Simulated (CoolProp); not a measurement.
R141b along the isotherm 482.5 K: fugacity coefficient from the reference equation and from simpler models built on Tc = 477.5 K, pc = 4212 kPa, ω = 0.220; each cubic takes its own stable root.

Values from CoolProp's reference Helmholtz-energy equation of state, Lemmon 2006. It is a short technical equation, of lower accuracy than the large ones.

| p (kPa) | phase | reference | Redlich-Kwong | Soave-Redlich-Kwong |
|---|---|---|---|---|
| 526 | gas | 0.9609 | 0.9590 | 0.9592 |
| 1050 | gas | 0.9222 | 0.9188 | 0.9191 |
| 1580 | gas | 0.8831 | 0.8786 | 0.8791 |
| 2110 | gas | 0.8440 | 0.8388 | 0.8395 |
| 2630 | gas | 0.8055 | 0.7999 | 0.8008 |
| 3160 | gas | 0.7658 | 0.7603 | 0.7614 |
| 3690 | gas | 0.7251 | 0.7201 | 0.7214 |
| 4210 | gas | 0.6829 | 0.6788 | 0.6806 |
| 4740 | supercritical | 0.6317 | 0.6295 | 0.6324 |
| 5260 | supercritical | 0.5828 | 0.5838 | 0.5869 |
| 5790 | supercritical | 0.5414 | 0.5448 | 0.5479 |
| 6320 | supercritical | 0.5067 | 0.5120 | 0.5149 |
